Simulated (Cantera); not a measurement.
**Aluminium and copper etching: Al + Br2**

Feed: 1 mol Al, 0.46 mol Br2, at 1800 Pa.

Equilibrium computed with Cantera from the NASA thermochemical tables; the gas is ideal and each condensed phase is pure. Candidate condensed phases: Al, AlBr3, Br2; 7 gas species. The numbers say what is thermodynamically allowed, not how fast it happens.

```
T (K)  x AlBr3  x AlBr  x Al2Br6      x Al     x Br     x Al2  n Al(l)
-----  -------  ------  --------  --------  -------  --------  -------
1000     0.974  0.0252  0.000683   2.81e-9  6.67e-9    <1e-12    0.688
1050     0.944  0.0554  0.000354   1.69e-8  2.84e-8    <1e-12    0.682
1100     0.888   0.112  0.000183   8.61e-8  1.05e-7    <1e-12    0.669
1150     0.793   0.207   8.95e-5   3.80e-7  3.41e-7  1.71e-12    0.644
1200     0.648   0.352   3.84e-5   1.48e-6  9.72e-7  1.22e-11    0.599
1250     0.457   0.542   1.28e-5   5.14e-6  2.41e-6  7.39e-11    0.520
1300     0.258   0.742   2.80e-6   1.62e-5  5.15e-6  3.89e-10    0.393
1350     0.110   0.890   3.64e-7   4.69e-5  9.33e-6   1.80e-9    0.246
1400    0.0382   0.962   3.21e-8  0.000125  1.48e-5   7.44e-9    0.145
```
x: gas mole fraction; n: condensed amount in mol.

From 1000 K to 1400 K the condensed part is Al(l). The main Al-bearing gas is AlBr3 at 1000 K and AlBr at 1400 K. The share of Al in condensed phases is highest at 1000 K (68.8 %) and lowest at 1400 K (14.5 %).
